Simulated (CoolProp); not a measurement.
Vapour-liquid equilibrium of R134a (1) + R124 (2) at 258.6 K; x and y are mole fractions of (1).

Computed with CoolProp (multi-fluid Helmholtz-energy mixture model, Tillner-Roth 1994 and de Vries 1995; pair parameters Bell 2016).

| x | bubble pressure (MPa) | y at the bubble point | dew pressure at overall composition x (MPa) | liquid density (mol/L) |
|---|---|---|---|---|
| 0.05 | 0.09599 | 0.099 | 0.09336 | 10.95 |
| 0.2 | 0.1105 | 0.333 | 0.1019 | 11.23 |
| 0.35 | 0.1236 | 0.505 | 0.1117 | 11.54 |
| 0.5 | 0.1353 | 0.643 | 0.1231 | 11.86 |
| 0.65 | 0.1458 | 0.759 | 0.1359 | 12.21 |
| 0.8 | 0.1554 | 0.864 | 0.1496 | 12.59 |
| 0.95 | 0.1642 | 0.966 | 0.1629 | 13.00 |

No azeotrope shows between x = 0.05 and 0.95.

The pair parameters rest on a limited set of measurements; away from them the model extrapolates.
